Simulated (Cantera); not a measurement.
# Equilibrium for halide evaporation, hydrolysis and transport: NaCl + HF + N₂

Charge: 1 mol NaCl, 3.7 mol HF, 60 mol N₂, at 1473.15 K and 1.00 bar.

Equilibrium computed with Cantera from the NASA thermochemical tables; the gas is ideal and each condensed phase is pure. Candidate condensed phases: NH₄Cl, Na, NaCl, NaF; 33 gas species. Rates play no part.

```
Quantity                             Result
--------------------------------  ---------
x(N₂)                                 0.928
x(HF)                                0.0555
x(NaCl)                              0.0127
x(HCl)                              0.00167
x(NaF)                              0.00137
x(Na₂Cl₂)                          0.000519
x(Na₂F₂)                           0.000154
x(Cl)                               8.49e-6
x(H₂)                               4.09e-6
gas amount                        64.66 mol
log10 activity of Na(l) (absent)      -7.34
```
